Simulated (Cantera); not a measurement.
A closed system holds: 1 mol SiHCl3, 0.011 mol C2H4, 11 mol H2, held at 1.33 mbar.

Cantera equilibrium calculation (NASA polynomials, part measured and part estimated; ideal gas, pure solids and liquids). Candidate condensed phases: C, C6H6, C7H8, C8H18, Si, SiC; 109 gas species. Mutual solubility and eutectic melting of coexisting phases are not modelled. The tables' values for SiCl, SiCl3 are old estimates; treat these amounts as uncertain. Gases not in the tables: Si2H6 and higher silanes. Equilibrium is a limit: real reactors are often held back by kinetics, nucleation or transport.

log p: log10 of the partial pressure in bar; n: condensed amount in mol.

| T (K) | log p H2 | log p HCl | log p SiCl2 | log p H | log p Si | n Si(s) | n SiC(s) | n Si(l) |
|---|---|---|---|---|---|---|---|---|
| 1623 | -2.96 | -3.81 | -4.12 | -5.64 | -6.81 | 0.232 | 0.0220 | 0 |
| 1673 | -2.96 | -3.82 | -4.12 | -5.42 | -6.38 | 0.221 | 0.0220 | 0 |
| 1723 | -2.96 | -3.81 | -4.13 | [?] | [?] | 0 | 0.0219 | 0.224 |
| 1773 | -2.96 | -3.80 | -4.14 | [?] | [?] | 0 | 0.0218 | 0.228 |
| 1823 | -2.97 | -3.80 | -4.15 | -4.85 | -5.35 | 0 | 0.0215 | 0.218 |
| 1873 | -2.97 | -3.79 | -4.17 | -4.68 | -5.05 | 0 | 0.0206 | 0.184 |
| 1923 | -2.98 | -3.79 | -4.19 | -4.52 | -4.77 | 0 | 0.0186 | 0.104 |
| 1973 | -2.99 | -3.78 | -4.22 | -4.36 | -4.54 | 0 | 0.0147 | 0 |

Problem. Some entries are withheld; supply them.

Solution. 
- 1723, log p H: -5.22
- 1723, log p Si: -6.01
- 1773, log p H: -5.03
- 1773, log p Si: -5.67
